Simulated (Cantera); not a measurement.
A diamond (100) surface in a fixed gas of H2 with x(CH4) = 0.0093, x(H) = 0.028, at 1050 K, 34.5 Torr; coverages are run to steady state.

Model: the Harris–Goodwin 1993 mechanism for the reconstructed diamond (100) surface, integrated in Cantera.

θ: site fractions in the mechanism's names (c6HH fully hydrogenated, c6H* and c6*H radical sites, c6** diradical, c6HM methylated).

```tsv
x(CH3)	growth (µm/h)	θ c6HH	θ c6H*	θ c6*H	θ c6**	θ c6HM
1e-06	[?]	0.552	0.0232	0.411	0.0138	1.56e-5
2.3e-06	[?]	0.552	0.0232	0.411	0.0138	3.60e-5
5.4e-06	[?]	0.552	0.0232	0.411	0.0138	8.44e-5
1.3e-05	[?]	0.552	0.0232	0.411	0.0138	0.000203
3e-05	[?]	0.552	0.0232	0.410	0.0138	0.000469
6.9e-05	[?]	0.551	0.0232	0.410	0.0138	0.00108
0.00016	[?]	0.550	0.0231	0.409	0.0137	0.00249
0.00038	[?]	0.548	0.0230	0.407	0.0136	0.00588
0.00088	[?]	0.542	0.0228	0.402	0.0134	0.0134
```

### Question
Fill in the missing entries.

### Answer

- 1e-06, growth (µm/h): 0.0297
- 2.3e-06, growth (µm/h): 0.0683
- 5.4e-06, growth (µm/h): 0.160
- 1.3e-05, growth (µm/h): 0.386
- 3e-05, growth (µm/h): 0.890
- 6.9e-05, growth (µm/h): 2.05
- 0.00016, growth (µm/h): 4.73
- 0.00038, growth (µm/h): 11.2
- 0.00088, growth (µm/h): 25.5
